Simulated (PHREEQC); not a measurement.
Consider water at 45 °C with 1.3 mmol/kgw CuSO4 and 2.8 mmol/kgw H3BO3. Closed to the air; pH follows from the charge balance.

Equilibrium calculation in PHREEQC: ion-association model, wateq4f.dat.

```csv
quantity,before,after
pH,5.09,5.43
ionic strength (mol/kgw),0.00453,0.000996
SO4-2 (mol/kgw),0.00113,0.000249
HSO4- (mol/kgw),1.16e-6,1.30e-7
H2BO3- (mol/kgw),2.99e-7,6.31e-7
```

Task: Which change was made?
(A) H3BO3 from 0.0028 to 0.0014 mol/kgw
(B) H3BO3 from 0.0028 to 0.00028 mol/kgw
(C) CuSO4 from 0.0013 to 0.00026 mol/kgw
(D) CuSO4 replaced by K2SO4 at the same molality
(E) temperature from 45 to 70 °C

Result: C, CuSO4 from 0.0013 to 0.00026 mol/kgw

Precipitation was switched off in this run. Some of these states are supersaturated (in Tenorite (slow to form), for instance). Constants without temperature data keep their 25 °C values here.
